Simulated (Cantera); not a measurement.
What does this Cantera script print?

```python
import numpy as np
import cantera as ct

gas_names = [...]  # 92 gases of nasa_gas.yaml made of C, H, N
cond_names = """
    C(gr) C6H6(L) C7H8(L) C8H18(L),n-octa
""".split()


# ... load() reads the species with a 1 bar reference pressure and builds the phases ...
atoms = {
    'C2H2': {'C': 2, 'H': 2},
    'NH3': {'N': 1, 'H': 3},
    'H2': {'H': 2},
}
top_T = {'C(gr)': 4500}  # K; cautious upper limits of use, not melting points


# ... equilibrate(T, P, feed) seeds the gas with the atoms and calls Mixture.equilibrate('TP', solver="vcs", rtol=1e-11, max_steps=5000) ...
results = []
feed = {'C2H2': 1, 'NH3': 0.047, 'H2': 0.62}  # mol
P = 83  # Pa
for T in [700, 800, 900, 1000, 1100, 1200, 1300, 1400, 1500, 1600, 1700, 1800, 1900, 2000]:
    mix = equilibrate(T, P, feed)
    results.append((T, P, feed, dict(zip(mix.species_names, mix.species_moles))))
    x = sorted(zip(gas.X, gas.species_names), reverse=True)
    print(f"T = {T:g} K  P = {P:g} Pa  gas = {mix.phase_moles(0):.4g} mol")
    print("   x: " + "  ".join(f"{s} {v:.3e}" for v, s in x if v > 1e-05))
    print("   condensed (mol): " + ("  ".join(f"{mix.phase(i).name} {mix.phase_moles(i):.4g}"
          for i in range(1, mix.n_phases) if mix.phase_moles(i) > 1e-12) or "none"))
```

Output:

```
T = 700 K  P = 83 Pa  gas = 1.702 mol
   x: H2 9.794e-01  N2 1.380e-02  CH4 6.772e-03
   condensed (mol): C(gr) 1.988
T = 800 K  P = 83 Pa  gas = 1.712 mol
   x: H2 9.852e-01  N2 1.373e-02  CH4 1.083e-03
   condensed (mol): C(gr) 1.998
T = 900 K  P = 83 Pa  gas = 1.714 mol
   x: H2 9.860e-01  N2 1.371e-02  CH4 2.518e-04
   condensed (mol): C(gr) 2
T = 1000 K  P = 83 Pa  gas = 1.714 mol
   x: H2 9.862e-01  N2 1.371e-02  CH4 7.708e-05
   condensed (mol): C(gr) 2
T = 1100 K  P = 83 Pa  gas = 1.714 mol
   x: H2 9.863e-01  N2 1.371e-02  CH4 2.898e-05
   condensed (mol): C(gr) 2
T = 1200 K  P = 83 Pa  gas = 1.714 mol
   x: H2 9.863e-01  N2 1.371e-02  CH4 1.275e-05
   condensed (mol): C(gr) 2
T = 1300 K  P = 83 Pa  gas = 1.714 mol
   x: H2 9.862e-01  N2 1.370e-02  H 3.813e-05  HCN 2.406e-05
   condensed (mol): C(gr) 2
T = 1400 K  P = 83 Pa  gas = 1.714 mol
   x: H2 9.861e-01  N2 1.368e-02  H 1.677e-04  HCN 5.764e-05
   condensed (mol): C(gr) 2
T = 1500 K  P = 83 Pa  gas = 1.715 mol
   x: H2 9.856e-01  N2 1.364e-02  H 6.066e-04  HCN 1.226e-04
   condensed (mol): C(gr) 2
T = 1600 K  P = 83 Pa  gas = 1.716 mol
   x: H2 9.843e-01  N2 1.358e-02  H 1.872e-03  HCN 2.366e-04  C2H2,acetylene 2.707e-05
   condensed (mol): C(gr) 1.999
T = 1700 K  P = 83 Pa  gas = 1.718 mol
   x: H2 9.810e-01  N2 1.346e-02  H 5.066e-03  HCN 4.209e-04  C2H2,acetylene 7.200e-05  HNC 1.259e-05
   condensed (mol): C(gr) 1.999
T = 1800 K  P = 83 Pa  gas = 1.725 mol
   x: H2 9.736e-01  N2 1.326e-02  H 1.226e-02  HCN 6.977e-04  C2H2,acetylene 1.707e-04  HNC 2.648e-05
   condensed (mol): C(gr) 1.998
T = 1900 K  P = 83 Pa  gas = 1.737 mol
   x: H2 9.586e-01  H 2.697e-02  N2 1.296e-02  HCN 1.086e-03  C2H2,acetylene 3.660e-04  HNC 5.095e-05
   condensed (mol): C(gr) 1.997
T = 2000 K  P = 83 Pa  gas = 1.762 mol
   x: H2 9.307e-01  H 5.445e-02  N2 1.250e-02  HCN 1.590e-03  C2H2,acetylene 7.149e-04  HNC 9.036e-05
   condensed (mol): C(gr) 1.995
```

These are equilibrium values from Cantera (NASA tables, ideal gas, pure condensed phases), not measurements of a reactor.
